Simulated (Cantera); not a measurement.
Input: 1 mol SiH2Cl2, 8 mol NH3, at 1077 °C and 83.0 Pa.

These are equilibrium values from Cantera (NASA tables, ideal gas, pure condensed phases), not measurements of a reactor. Candidate condensed phases: NH4Cl, Si, Si3N4; 28 gas species. The tables' values for SiCl3 are old estimates; treat these amounts as uncertain. Rates play no part.

Base state: H2 0.694, N2 0.194, HCl 0.110, SiCl2 0.00243, H 6.89e-5, SiCl3 6.77e-5 (mole fractions); condensed: Si3N4(s).

**Question.** What changes in the equilibrium state with this change: temperature from 1077 °C to 1600 °C?

**Answer.** 
| species | before | after |
|---|---|---|
| H2 | 0.694 | 0.664 |
| N2 | 0.194 | 0.217 |
| HCl | 0.110 | 0.0674 |
| Si | 1.19e-8 | 0.0106 |
| H | 6.89e-5 | 0.0183 |
| SiCl2 | 0.00243 | 0.0192 |
| SiH | 1.82e-9 | 0.000233 |
| Si2 | <1e-9 | 7.95e-5 |
| Si2N | <1e-9 | 7.65e-5 |
| SiN | <1e-9 | 5.15e-5 |
| Si3N4(s), mol | 0.319 | 0 |
| Si(l), mol | 0 | 0.412 |
The tables' values for SiCl, SiN, SiCl3 are old estimates; treat these amounts as uncertain. Gases not in the tables: Si2H6 and higher silanes.
